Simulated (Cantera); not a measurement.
Charge: 1 mol FeCl3, a varied amount of H2, held at 0.100 bar.

Method: chemical equilibrium by Gibbs-energy minimisation in Cantera with the NASA 1993 tables (ideal gas, pure condensed phases). Candidate condensed phases: Fe, FeCl2, FeCl3; 11 gas species. Equilibrium is a limit: real reactors are often held back by kinetics, nucleation or transport.

Stable condensed phases, one row left out:

```
T in °C \ n(H2) in mol
         3.8 5.8 7.9  10  12  14  16  18
    852    A   A   A   A   A   A   A   A
    802    A   A   A   A   A   A   A   A
    752    A   A   A   A   A   A   A   A
    702    A   A   A   A   A   A   A   A
    652    B   A   A   A   A   A   A   A
    552    C   B   B   B   B   B   A   A
    502    C   C   C   C   B   B   B   B
    452    C   C   C   C   C   C   C   C
    402    C   C   C   C   C   C   C   C
```

A: Fe; B: Fe + FeCl2; C: FeCl2.

### Question
Give the row for 602 °C.

### Answer
3.8: Fe + FeCl2; 5.8: Fe + FeCl2; 7.9: Fe; 10: Fe; 12: Fe; 14: Fe; 16: Fe; 18: Fe.
